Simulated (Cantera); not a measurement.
**Catalytic stagnation flow on Pt**

A jet of 1.47 % H2, 15.7 % O2, 82.8 % N2, equivalence ratio 0.047 at 300 K and 0.0336 atm hits a platinum plate 3.2 cm away at a mass flux of 0.046 kg/m²/s; the plate temperature is set and raised in steps from an oxygen-covered start.

Computed with Cantera and Deutschmann's 1995 Pt surface mechanism with GRI-Mech 3.0 gas chemistry. Catalytic surfaces can have several steady states; this one follows from the mechanism file's or the stated starting coverage.

```csv
plate T (K),wall x H2,wall x O2,wall x H2O,wall x OH,θ free Pt,θ O*,θ OH*
600,0.00402,0.146,0.0206,<1e-8,0.0453,0.952,0.00246
650,0.00396,0.146,0.0206,<1e-8,0.0484,0.950,0.00166
700,0.00365,0.146,0.0210,<1e-8,0.0565,0.942,0.00125
750,0.00290,0.145,0.0223,<1e-8,0.0787,0.920,0.00108
800,0.00213,0.144,0.0237,<1e-8,0.119,0.880,0.00100
850,0.00158,0.144,0.0246,1.57e-8,0.174,0.825,0.000923
900,0.00123,0.143,0.0251,4.96e-8,0.237,0.762,0.000834
```
x: mole fraction at the wall; θ: surface coverage.
